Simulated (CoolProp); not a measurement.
Vapour-liquid equilibrium of R1234yf (1) + R227EA (2) at 225 kPa; x and y are mole fractions of (1).

Computed with CoolProp (multi-fluid Helmholtz-energy mixture model, Lemmon 2022 and Lemmon 2016; pair parameters Bell 2016).

Question: Give the bubble temperature and the first vapour's composition at x = 0.35, 0.5, 0.95. Is there an azeotrope?

Answer: x = 0.35: 271.6 K, y = 0.456; x = 0.5: 269.5 K, y = 0.609; x = 0.95: 264.1 K, y = 0.968. No azeotrope shows between x = 0.05 and 0.95.

The pair parameters rest on a limited set of measurements; away from them the model extrapolates.
